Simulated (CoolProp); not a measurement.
Vapour-liquid equilibrium of methane (1) + ethane (2) at 169 kPa; x and y are mole fractions of (1).

Computed with CoolProp (multi-fluid Helmholtz-energy mixture model, Setzmann 1991 and Bücker 2006; pair parameters Kunz 2012).

Give the bubble temperature and the first vapour's composition at x = 0.45, 0.55, 0.95. Is there an azeotrope?

x = 0.45: 128.2 K, y = 0.996; x = 0.55: 125.6 K, y = 0.997; x = 0.95: 119.0 K, y = 1.000. No azeotrope shows between x = 0.05 and 0.95.

The pair parameters rest on a limited set of measurements; away from them the model extrapolates.
